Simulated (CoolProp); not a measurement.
Vapour-liquid equilibrium of toluene (1) + n-dodecane (2) at 379.2 K; x and y are mole fractions of (1).

Model: multi-fluid Helmholtz-energy mixture model, Lemmon 2006 and Lemmon 2004; pair parameters Bell 2016, in CoolProp.

Question: Give the bubble pressure and the first vapour's composition at x = 0.125, 0.5, 0.95. Is there an azeotrope?

Answer: x = 0.125: 11.88 kPa, y = 0.802; x = 0.5: 45.33 kPa, y = 0.970; x = 0.95: 84.44 kPa, y = 0.998. No azeotrope shows between x = 0.05 and 0.95.

Pair parameters are fitted to limited data, so mixtures are less certain than the pure fluids.
